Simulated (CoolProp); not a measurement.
The numbers come from the reference Helmholtz-energy equation of state, Lemmon 2006 in CoolProp. It is a short technical equation, of lower accuracy than the large ones.

Q: Give the vapour pressure (MPa), liquid density (kg/m³), vapour density (kg/m³), enthalpy of vaporisation (kJ/kg) of saturated CH3F (R41) at -57.55, -54.55, -48.45 °C.

A: 
```json
[
 {"T (°C)": "-57.55", "p (MPa)": "0.282", "liquid density (kg/m³)": "836", "vapour density (kg/m³)": "5.83", "enthalpy of vaporisation (kJ/kg)": "457"},
 {"T (°C)": "-54.55", "p (MPa)": "0.321", "liquid density (kg/m³)": "829", "vapour density (kg/m³)": "6.59", "enthalpy of vaporisation (kJ/kg)": "452"},
 {"T (°C)": "-48.45", "p (MPa)": "0.414", "liquid density (kg/m³)": "815", "vapour density (kg/m³)": "8.40", "enthalpy of vaporisation (kJ/kg)": "442"}
]
```
